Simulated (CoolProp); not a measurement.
A single-stage vapour-compression cycle with isobutene: evaporating at 307.15 K (dew point), condensing at 348.15 K (bubble point), superheat 5 K, subcooling 5 K, compressor efficiency 0.75, no pressure losses. Each further row changes one setting.

Computed with CoolProp (reference Helmholtz-energy equation of state, Lemmon 2005). It is a short technical equation, of lower accuracy than the large ones.

```csv
case,cooling COP,pressure ratio,discharge temperature (K),refrigerating effect (kJ/kg),volumetric capacity (kJ/m³)
as stated,4.70,2.77,355.6,266,2530
evaporating temperature 312.15 K,5.57,2.41,355.1,272,[?]
condensing temperature 343.15 K,[?],[?],[?],279,2660
subcooling 10 K,[?],2.77,355.6,279,2660
superheat 15 K,[?],2.77,[?],[?],2590
compressor efficiency 0.65,4.07,2.77,359.6,266,2530
```

Task: Complete the blanks.

Result: 
- evaporating temperature 312.15 K, volumetric capacity (kJ/m³): 2970
- condensing temperature 343.15 K, cooling COP: 5.53
- condensing temperature 343.15 K, pressure ratio: 2.48
- condensing temperature 343.15 K, discharge temperature (K): 350.6
- subcooling 10 K, cooling COP: 4.93
- superheat 15 K, cooling COP: 4.78
- superheat 15 K, discharge temperature (K): 365.3
- superheat 15 K, refrigerating effect (kJ/kg): 284
